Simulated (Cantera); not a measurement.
Predominance diagram of Mg at 1000 K against the partial pressures of O₂ and Br₂ (log10, bar). Cantera with NASA thermochemical tables; ideal gases at 1 bar, condensed phases pure. Candidates: Mg(l), MgBr₂(l), MgO(s). Only these pure phases compete in this equilibrium. Not in the tables: oxide halides.

```
log p(Br₂) \ log p(O₂)
        columns: -35, -33.4, -31.8, -30.2, -28.6, -27, -25.5, -23.9, -22.3, -20.7, -19.1, -17.5, -15.9, -14.3, -12.7, -11.1, -9.5, -8, -6.4, -4.8, -3.2, -1.6, 0
      0  A A A A A A A A A A A A A A A A B B B B B B B
   -2.2  A A A A A A A A A A A A A A B B B B B B B B B
   -4.4  A A A A A A A A A A A B B B B B B B B B B B B
   -6.7  A A A A A A A A B B B B B B B B B B B B B B B
   -8.9  A A A A A B B B B B B B B B B B B B B B B B B
  -11.1  A A A B B B B B B B B B B B B B B B B B B B B
  -13.3  B B B B B B B B B B B B B B B B B B B B B B B
  -15.6  B B B B B B B B B B B B B B B B B B B B B B B
  -17.8  B B B B B B B B B B B B B B B B B B B B B B B
    -20  B B B B B B B B B B B B B B B B B B B B B B B
```

A: MgBr₂(l); B: MgO(s).
